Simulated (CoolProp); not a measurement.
The fluid at 293.15 K and 0.236 MPa is throttled through a valve to 0.13 MPa with no heat exchange. The same conditions are run with several fluids, on thermodynamics alone (safety and materials aside).

Values from CoolProp's reference Helmholtz-energy equation of state of each fluid (sulfur dioxide: Gao 2016; R507A: Lemmon 2003; ammonia: Gao 2020; carbon dioxide: Span 1996; C2F6 (R116): Lemmon 2006). Blends and air are pseudo-pure fits.

Q: Rank sulfur dioxide, R507A, ammonia, carbon dioxide, C2F6 (R116) by temperature change (K), highest first.

A: C2F6 (R116) (-0.9), carbon dioxide (-1.2), R507A (-1.9), ammonia (-3.2), sulfur dioxide (-4.4)

| fluid | final density (kg/m³) |
|---|---|
| sulfur dioxide | 3.56 |
| R507A | 5.43 |
| ammonia | 0.933 |
| carbon dioxide | 2.37 |
| C2F6 (R116) | 7.49 |
